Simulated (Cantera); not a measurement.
Charge: 1 mol PbF₂, 1.8 mol N₂, equilibrated at 1000 °C and 0.133 bar.

Cantera equilibrium calculation (NASA polynomials, part measured and part estimated; ideal gas, pure solids and liquids). Candidate condensed phases: Pb, PbF₂; 12 gas species. Each liquid is taken as pure. Mutual solubility and eutectic melting of coexisting phases are not modelled. Equilibrium is a limit: real reactors are often held back by kinetics, nucleation or transport.

Base state: N₂ 0.804, PbF₄ 0.0892, PbF₂ 0.0882, Pb 0.0138, PbF 0.00487 (mole fractions); condensed: Pb(l) + PbF₂(l).

Task: What changes in the equilibrium state with this change: temperature from 1000 °C to 1050 °C?

Result: 
```csv
species,before,after
N₂,0.804,0.696
PbF₂,0.0882,0.153
PbF₄,0.0892,0.114
PbF,0.00487,0.0102
Pb,0.0138,0.0264
"Pb(l), mol",0.163,0.214
"PbF₂(l), mol",0.398,0
```
